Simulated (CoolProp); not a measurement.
Aqueous calcium chloride as a coolant, at 38 °C, 1 atm.

Model: Melinder's fits for secondary coolants, in CoolProp.

```
mass %  freezing point (°C)  Prandtl number  conductivity (W/(m K))  viscosity (mPa s)  cp (kJ/(kg K))
------  -------------------  --------------  ----------------------  -----------------  --------------
5.7                    -2.8            4.98                   0.621              0.799           3.876
7.8                    -4.1            5.13                   0.618              0.842           3.765
10                     -5.8            5.30                   0.615              0.895           3.646
12.1                   -7.8            5.51                   0.613              0.955           3.534
14.2                  -10.1            5.78                   0.610               1.03           3.424
16.4                  -12.8            6.14                   0.607               1.12           3.313
18.5                  -15.8            6.59                   0.604               1.24           3.215
20.7                  -19.5            7.18                   0.600               1.38           3.120
22.8                  -23.7            7.89                   0.597               1.55           3.040
```
